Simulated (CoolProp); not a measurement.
Model: reference Helmholtz-energy equation of state, Marx 1992, in CoolProp.

**Question.** For R113, give the phase and the cv (kJ/(kg K)), speed of sound (m/s), Joule-Thomson coefficient (K/MPa), expansivity (1/kK) at 226.85 °C and 2.54 MPa; 226.85 °C and 3.39 MPa.

**Answer.** 
- 226.85 °C and 2.54 MPa: gas; cv 0.799, speed of sound 113, Joule-Thomson coefficient 13.0, expansivity 6.15
- 226.85 °C and 3.39 MPa: gas; cv 0.834, speed of sound 91.6, Joule-Thomson coefficient 16.9, expansivity 15.0
